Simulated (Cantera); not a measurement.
A closed system holds: 1 mol C₃H₈, 0.037 mol CO₂, 1.7 mol H₂, 1.7 mol NH₃, held at 925 K and 12.0 bar.

These are equilibrium values from Cantera (NASA tables, ideal gas, pure condensed phases), not measurements of a reactor. Candidate condensed phases: C, C₆H₆, C₇H₈, C₈H₁₈, H₂O; 136 gas species. Kinetics and transport are ignored.

Base state: CH₄ 0.447, H₂ 0.405, N₂ 0.135, H₂O 0.0102, CO 0.00141, NH₃ 0.00113, CO₂ 7.20e-5, C₂H₆ 4.28e-5 (mole fractions); condensed: C(graphite).

Task: What changes in the equilibrium state with this change: pressure from 12.0 bar to 1.00 bar?

Result: 
```json
[
 {"species": "H₂", "before": "0.405", "after": "0.756"},
 {"species": "CH₄", "before": "0.447", "after": "0.130"},
 {"species": "N₂", "before": "0.135", "after": "0.105"},
 {"species": "H₂O", "before": "0.0102", "after": "0.00479"},
 {"species": "C₂H₆", "before": "4.28e-5", "after": "1.93e-6"},
 {"species": "NH₃", "before": "0.00113", "after": "0.000212"},
 {"species": "CO", "before": "0.00141", "after": "0.00426"},
 {"species": "C(graphite), mol", "before": "0.214", "after": "1.95"}
]
```
